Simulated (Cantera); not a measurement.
A closed system holds: 1 mol B, 4.6 mol O₂, 96 mol H₂, 0.0021 mol NH₃, equilibrated at 12.0 Torr.

These are equilibrium values from Cantera (NASA tables, ideal gas, pure condensed phases), not measurements of a reactor. Candidate condensed phases: B, BN, B₂O₃, B₃O₃H₃, H₂O; 39 gas species. Gases not in the tables: H₃BO₃. The numbers say what is thermodynamically allowed, not how fast it happens.

Question: At 1098 K, list the 5 most abundant gas species with their mole fractions, and the condensed phases.

Answer: H₂ 0.920, H₂O 0.0799, HBO₂ 0.000377, (HBO₂)₃ 5.04e-5, N₂ 1.09e-5. Condensed: B₂O₃(l).
